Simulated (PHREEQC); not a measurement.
Dissolve 0.12 mol/kgw CaCl2, 0.037 mol/kgw KBr and 2e-05 mol/kgw Ag2SO4 at 59 °C. Closed to the air; pH follows from the charge balance.

Model: ion-association model, wateq4f.dat, run in PHREEQC.

This is a speciation only: nothing precipitates in the calculation.

Question: What pH does the model give?

Answer: pH 6.48.

Question: In which forms is S present?

Answer: CaSO4 58 %, SO4-2 39 %, KSO4- 3.3 % of the S.

At this temperature some constants are extrapolated from 25 °C, and those without enthalpy data are left unchanged.
